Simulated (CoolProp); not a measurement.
Octamethylcyclotetrasiloxane (D4) along the isobar 1.71 MPa: fugacity coefficient from the reference equation and from simpler models built on Tc = 313.4 °C, pc = 1.347 MPa, ω = 0.598; each cubic takes its own stable root.

Model: reference Helmholtz-energy equation of state, Thol 2015, in CoolProp.

| T (°C) | phase | reference | van der Waals | Redlich-Kwong | Soave-Redlich-Kwong | Peng-Robinson |
|---|---|---|---|---|---|---|
| 255.45 | liquid | 0.2811 | 0.4443 | 0.3673 | 0.2931 | 0.2818 |
| 261.55 | liquid | 0.3054 | 0.4597 | 0.3871 | 0.3186 | 0.3062 |
| 267.65 | liquid | 0.3306 | 0.4752 | 0.4072 | 0.3450 | 0.3314 |
| 273.75 | liquid | 0.3567 | 0.4906 | 0.4274 | 0.3722 | 0.3575 |
| 279.85 | liquid | 0.3836 | 0.5061 | 0.4478 | 0.4001 | 0.3842 |
| 285.95 | liquid | 0.4112 | 0.5215 | 0.4681 | 0.4286 | 0.4115 |
| 292.05 | liquid | 0.4393 | 0.5368 | 0.4885 | 0.4575 | 0.4392 |
| 298.05 | liquid | 0.4674 | 0.5517 | 0.5084 | 0.4861 | 0.4666 |
| 304.15 | liquid | 0.4962 | 0.5668 | 0.5284 | 0.5150 | 0.4944 |
| 310.25 | liquid | 0.5249 | 0.5816 | 0.5481 | 0.5437 | 0.5219 |
| 316.35 | supercritical | 0.5533 | 0.5962 | 0.5673 | 0.5715 | 0.5486 |
| 322.45 | supercritical | 0.5807 | 0.6105 | 0.5860 | 0.5979 | 0.5739 |
| 328.55 | supercritical | 0.6058 | 0.6245 | 0.6037 | 0.6219 | 0.5970 |
| 334.65 | supercritical | 0.6271 | 0.6379 | 0.6203 | 0.6427 | 0.6169 |
| 340.75 | supercritical | 0.6452 | 0.6508 | 0.6354 | 0.6607 | 0.6342 |
| 346.85 | supercritical | 0.6612 | 0.6628 | 0.6488 | 0.6768 | 0.6498 |
